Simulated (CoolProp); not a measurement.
Sulfur dioxide along the isotherm 217.45 °C: Z from the reference equation and from simpler models built on Tc = 157.5 °C, pc = 7.887 MPa, ω = 0.256; each cubic takes its own stable root.

Model: reference Helmholtz-energy equation of state, Gao 2016, in CoolProp.

| p (MPa) | phase | reference |
|---|---|---|
| 0.111 | gas | 0.9969 |
| 0.227 | gas | 0.9937 |
| 0.467 | gas | 0.9870 |
| 0.958 | gas | 0.9731 |
| 1.97 | gas | 0.9438 |
| 4.04 | gas | 0.8810 |
| 8.3 | supercritical | 0.7373 |
| 17 | supercritical | 0.4685 |
| 35 | supercritical | 0.6092 |

Task: How far does each simpler model (Redlich-Kwong, Soave-Redlich-Kwong) lie from the reference over these 9 states: mean and median of the absolute difference, and the worst?

Result: 
- Redlich-Kwong: mean 1.9 %, median 0.4 %, worst +9.1 % at 217.45 °C and 35 MPa
- Soave-Redlich-Kwong: mean 3.5 %, median 0.1 %, worst +15.8 % at 217.45 °C and 17 MPa
